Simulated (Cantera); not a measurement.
# Adiabatic ignition

An adiabatic, constant-volume homogeneous reactor starts with C₃H₈ : O₂ : N₂ : H₂O = 1 : 4.17 : 27.1 : 3.3 (molar parts), equivalence ratio 1.2, at 1450 K and 3.90 bar.

Model: GRI-Mech 3.0 (53 species, 325 reactions), integrated in Cantera. GRI-Mech 3.0 was tuned for natural gas; its chemistry of propane as a main component is partial and can be far from experiment.

```csv
t (s),T (K),P (bar),x C₃H₈,x O₂,x H₂O,x CO₂,x C₂H₄,x CH₂O,x O
3.00e-6,1448,3.90,0.0278,0.117,0.0928,1.54e-7,0.000274,1.64e-5,4.44e-7
7.44e-6,1446,3.89,0.0271,0.117,0.0929,2.00e-6,0.000977,0.000134,6.80e-7
1.84e-5,1446,3.90,0.0251,0.116,0.0933,1.03e-5,0.00295,0.000485,8.81e-7
4.57e-5,1450,3.94,0.0196,0.113,0.0950,4.00e-5,0.00827,0.00141,1.80e-6
0.000113,2646,7.56,<1e-12,0.00374,0.167,0.0444,<1e-12,2.01e-9,0.00103
0.000281,2692,7.67,<1e-12,0.00227,0.171,0.0463,<1e-12,1.89e-9,0.000604
0.000696,2687,7.66,<1e-12,0.00212,0.171,0.0460,<1e-12,1.92e-9,0.000571
0.00172,2682,7.65,<1e-12,0.00196,0.170,0.0457,<1e-12,1.96e-9,0.000539
0.00427,2680,7.64,<1e-12,0.00193,0.170,0.0456,<1e-12,1.97e-9,0.000531
0.0106,2680,7.64,<1e-12,0.00193,0.170,0.0456,<1e-12,1.97e-9,0.000530
0.0263,2680,7.64,<1e-12,0.00193,0.170,0.0456,<1e-12,1.97e-9,0.000530
0.0651,2680,7.64,<1e-12,0.00193,0.170,0.0456,<1e-12,1.97e-9,0.000530
0.161,2680,7.64,<1e-12,0.00193,0.170,0.0456,<1e-12,1.97e-9,0.000530
0.400,2680,7.64,<1e-12,0.00193,0.170,0.0456,<1e-12,1.97e-9,0.000530
```
x: mole fraction; the columns are a selection and need not sum to one.

| Property | Value |
|---|---|
| time of steepest temperature rise | 89.1 µs |
| temperature at 0.400 s | 2680 K |
| equilibrium temperature | 2680 K |
| x(C₃H₈) at 0.400 s | <1e-12 (gas-phase equilibrium <1e-12) |
| x(O₂) at 0.400 s | 0.00193 (gas-phase equilibrium 0.00193) |
| x(H₂O) at 0.400 s | 0.170 (gas-phase equilibrium 0.170) |
